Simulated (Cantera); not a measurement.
# Ignition delay

Mixture: 4.79 % C₃H₈, 20.0 % O₂, 75.2 % N₂, equivalence ratio 1.2, at 14.0 bar, adiabatic and at constant volume. Ignition delay is the time to a rise of 400 K.

Model: GRI-Mech 3.0 (53 species, 325 reactions), integrated in Cantera. GRI-Mech 3.0 was tuned for natural gas; its chemistry of propane as a main component is partial and can be far from experiment. The pressure lies above the range GRI-Mech 3.0 was tuned for (to about 10 atm).

```
T0 (K)  delay (ms)
------  ----------
1275         0.349
1350         0.106
1425        0.0369
1500        0.0150
1575       0.00704
1650       0.00375
1725       0.00223
```

```
Property                                                 Value
--------------------------------------------------  ----------
apparent activation energy between 1575 and 1725 K  170 kJ/mol
```
